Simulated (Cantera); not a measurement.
**Low-pressure radical oxidation in H2/O2**

An isothermal, constant-pressure homogeneous reactor starts with H2 : O2 = 0.08 : 1 (molar parts), equivalence ratio 0.040, at 1300 K and 11.3 Torr.

Computed with Cantera and the H2/O2 subset of GRI-Mech 3.0, which has no nitrogen chemistry. Radical loss at walls, strong at low pressure, is not modelled. The temperature is held fixed by assumption; the heat of reaction is taken as removed at once.

| t (s) | x H2 | x O2 | x HO2 | x H2O | x OH |
|---|---|---|---|---|---|
| 2.00e-6 | 0.0741 | 0.926 | 8.11e-10 | <1e-12 | 2.98e-11 |
| 8.12e-6 | 0.0741 | 0.926 | 3.29e-9 | 3.65e-11 | 4.38e-10 |
| 3.30e-5 | 0.0741 | 0.926 | 1.34e-8 | 1.86e-9 | 5.14e-9 |
| 0.000134 | 0.0741 | 0.926 | 5.44e-8 | 8.36e-8 | 6.21e-8 |
| 0.000543 | 0.0740 | 0.926 | 2.78e-7 | 4.24e-5 | 1.95e-5 |
| 0.00220 | 0.00178 | 0.870 | 3.95e-6 | 0.0627 | 0.00647 |
| 0.00894 | 0.00141 | 0.880 | 3.81e-6 | 0.0658 | 0.00583 |
| 0.0363 | 0.000688 | 0.903 | 3.15e-6 | 0.0718 | 0.00411 |
| 0.147 | 0.000109 | 0.920 | 1.33e-6 | 0.0758 | 0.00165 |
| 0.598 | 9.27e-6 | 0.923 | 2.33e-7 | 0.0767 | 0.000484 |
| 2.43 | 9.98e-7 | 0.923 | 4.12e-8 | 0.0768 | 0.000159 |
| 9.85 | 1.62e-7 | 0.923 | 2.59e-8 | 0.0769 | 6.43e-5 |
| 40.0 | 6.01e-8 | 0.923 | 3.42e-8 | 0.0769 | 3.92e-5 |
x: mole fraction; the columns are a selection and need not sum to one.

Equilibrium at this temperature and pressure: H2 5.71e-8, O2 0.923, HO2 3.49e-8, H2O 0.0769, OH 3.82e-5 (gas phase only).
